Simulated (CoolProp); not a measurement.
Vapour-liquid equilibrium of fluoroethane (R161) (1) + R1234yf (2) at 11.6 kPa; x and y are mole fractions of (1).

Model: multi-fluid Helmholtz-energy mixture model, Wu 2012 and Lemmon 2022; pair parameters Bell 2016, in CoolProp.

```
x      bubble temperature (K)  y at the bubble point  dew temperature at overall composition x (K)  liquid density (mol/L)
-----  ----------------------  ---------------------  --------------------------------------------  ----------------------
0.05                    203.2                  0.088                                         203.4                   12.23
0.125                   202.3                  0.205                                         202.9                   12.58
0.2                     201.5                  0.307                                         202.3                   12.94
0.275                   200.9                  0.397                                         201.8                   13.32
0.35                    200.3                  0.477                                         201.2                   13.71
0.425                   199.7                  0.549                                         200.7                   14.12
0.5                     199.3                  0.615                                         200.1                   14.55
0.575                   198.8                  0.676                                         199.5                   15.01
0.65                    198.5                  0.734                                         199.0                   15.49
0.725                   198.1                  0.790                                         198.5                   15.99
0.8                     197.8                  0.845                                         198.1                   16.52
0.875                   197.6                  0.901                                         197.7                   17.08
0.95                    197.3                  0.959                                         197.4                   17.68
```

No azeotrope shows between x = 0.05 and 0.95.

The pair parameters rest on a limited set of measurements; away from them the model extrapolates.
